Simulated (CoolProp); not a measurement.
Vapour-liquid equilibrium of carbon dioxide (1) + ethane (2) at 247.9 K; x and y are mole fractions of (1).

Values from CoolProp's multi-fluid Helmholtz-energy mixture model, Span 1996 and Bücker 2006; pair parameters Kunz 2012.

| x | bubble pressure, mixture model (bar) | bubble pressure, Raoult's law (bar) | y, mixture model | y, Raoult's law |
|---|---|---|---|---|
| 0.05 | 13.49 | 12.47 | 0.116 | 0.067 |
| 0.125 | 15.12 | 12.80 | 0.248 | 0.163 |
| 0.2 | 16.47 | 13.14 | 0.345 | 0.254 |
| 0.275 | 17.56 | 13.47 | 0.421 | 0.341 |
| 0.35 | 18.41 | 13.80 | 0.482 | 0.423 |
| 0.425 | 19.04 | 14.14 | 0.533 | 0.502 |
| 0.5 | 19.48 | 14.47 | 0.577 | 0.577 |
| 0.575 | 19.75 | 14.80 | 0.618 | 0.648 |
| 0.65 | 19.86 | 15.14 | 0.657 | 0.717 |
| 0.725 | 19.81 | 15.47 | 0.699 | 0.782 |
| 0.8 | 19.55 | 15.80 | 0.747 | 0.845 |
| 0.875 | 18.99 | 16.14 | 0.810 | 0.905 |
| 0.95 | 17.90 | 16.47 | 0.903 | 0.963 |

The largest gap from Raoult's law is +34.7 % in bubble pressure, at x = 0.425. y crosses x between x = 0.65 and 0.725: the model has an azeotrope there.

The pair parameters rest on a limited set of measurements; away from them the model extrapolates.
